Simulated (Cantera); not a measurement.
Source: NASA polynomial tables (part measured, part estimated), evaluated in Cantera. Values are per mole of reaction as written; species without (g) are pure solids or liquids, kept so even where they would boil at 1 bar.

Between 550 and 1000 K, where is each reaction favourable under standard conditions?
- H₂O(g) + Ca(g) → H₂(g) + CaO
- Ca(g) + Ca(OH)₂ → 2 CaO + H₂(g)
- 2 Ca(OH)₂ → H₂(g) + 2 CaO + 2 OH(g)


- H₂O(g) + Ca(g) → H₂(g) + CaO: ΔG° is -477 kJ at 550 K and -407 kJ at 1000 K; it stays negative (K > 1). ΔH° is -556 kJ and ΔS° -149 J/K at 1000 K.
- Ca(g) + Ca(OH)₂ → 2 CaO + H₂(g): ΔG° is -445 kJ at 550 K and -432 kJ at 1000 K; it stays negative (K > 1). ΔH° is -461 kJ and ΔS° -29 J/K at 1000 K.
- 2 Ca(OH)₂ → H₂(g) + 2 CaO + 2 OH(g): ΔG° is 557 kJ at 550 K and 382 kJ at 1000 K; it stays positive (K < 1). ΔH° is 763 kJ and ΔS° 380 J/K at 1000 K.
